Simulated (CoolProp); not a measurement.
Vapour-liquid equilibrium of R22 (1) + cyclohexane (2) at 36.15 °C; x and y are mole fractions of (1).

Computed with CoolProp (multi-fluid Helmholtz-energy mixture model, Kamei 1995 and Zhou 2014; pair parameters Bell 2016).

| x | bubble pressure (MPa) | y at the bubble point | dew pressure at overall composition x (MPa) | liquid density (mol/L) |
|---|---|---|---|---|
| 0.05 | 0.1694 | 0.875 | 0.02218 | 9.241 |
| 0.15 | 0.4153 | 0.949 | 0.02481 | 9.597 |
| 0.25 | 0.6003 | 0.965 | 0.02813 | 9.969 |
| 0.35 | 0.7369 | 0.972 | 0.03248 | 10.36 |
| 0.45 | 0.8401 | 0.976 | 0.03841 | 10.76 |
| 0.55 | 0.9241 | 0.979 | 0.04697 | 11.19 |
| 0.65 | 1.002 | 0.982 | 0.06044 | 11.63 |
| 0.75 | 1.086 | 0.986 | 0.08472 | 12.08 |
| 0.85 | 1.186 | 0.990 | 0.1415 | 12.54 |
| 0.95 | 1.315 | 0.996 | 0.4263 | 13.01 |

No azeotrope shows between x = 0.05 and 0.95.

Pair parameters are fitted to limited data, so mixtures are less certain than the pure fluids. The gap from Raoult's law changes sign with composition, which may be real or a fault of the pair parameters; it wasn't checked against measurements. With so large a gap from Raoult's law the liquid may split in two, which this calculation doesn't test in full.
